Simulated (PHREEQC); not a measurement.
3.2 g of hydrous ferric oxide (600 m²/g; 0.2 weak and 0.005 strong sites per Fe, Dzombak-Morel constants, diffuse double layer) in 1 kg of water with 0.05 mol/kgw of an inert sodium salt and 0.0037 mol PbCl2 and 2.4e-05 mol ZnSO4, at 25 °C; the pH is set by adding NaOH or the inert anion's acid. O2 is buffered at 0.21 atm. No CO2 enters from the air. No solid was allowed to form.

Model: ion-association model, wateq4f.dat, run in PHREEQC.

```csv
pH,Pb sorbed (%),S sorbed (%),Zn sorbed (%),surface charge σ (C/m²),surface potential ψ (mV)
3,3.7,100.0,0.0,0.358,163
3.67,5.3,99.9,0.0,0.329,160
4.33,12.6,99.9,0.1,0.271,150
5,51.7,99.8,0.6,0.213,140
5.67,87.2,99.6,3.8,0.182,133
6.33,97.5,99.0,19.0,0.149,123
7,99.6,95.4,60.2,0.110,107
7.67,99.9,74.8,90.8,0.073,87
8.33,100.0,26.1,97.9,0.047,66
9,100.0,3.6,98.1,0.028,45
9.67,100.0,0.4,93.2,0.015,26
10.33,99.8,0.1,66.2,0.007,12
11,97.9,0.0,23.5,-0.004,-6
```

Along this series the solution becomes supersaturated in solids that the run did not let form, among them Zn(OH)2-e. The oxide is taken as insoluble; below pH 4 it would dissolve.
